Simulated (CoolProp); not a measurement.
Nitrogen along the isotherm -135.35 °C: density (kg/m³) from the reference equation and from simpler models built on Tc = -147.0 °C, pc = 3396 kPa, ω = 0.037; each cubic takes its own stable root.

Computed with CoolProp (reference Helmholtz-energy equation of state, Span 2000).

```
p (kPa)          phase  reference
-------  -------------  ---------
2260               gas      68.36
4530     supercritical      210.0
6790     supercritical      429.1
9060     supercritical      498.8
11300    supercritical      536.5
13600    supercritical      563.7
15800    supercritical      584.0
18100    supercritical      601.6
20400    supercritical      616.6
22600    supercritical      629.2
24900    supercritical      641.0
27200    supercritical      651.6
29400    supercritical      661.0
31700    supercritical      670.0
34000    supercritical      678.4
```

**Question.** How far does each simpler model (van der Waals, Peng-Robinson) lie from the reference over these 15 states: mean and median of the absolute difference, and the worst?

**Answer.** 
- van der Waals: mean 17.7 %, median 20.0 %, worst -21.0 % at -135.35 °C and 34000 kPa
- Peng-Robinson: mean 7.8 %, median 8.9 %, worst +12.4 % at -135.35 °C and 34000 kPa
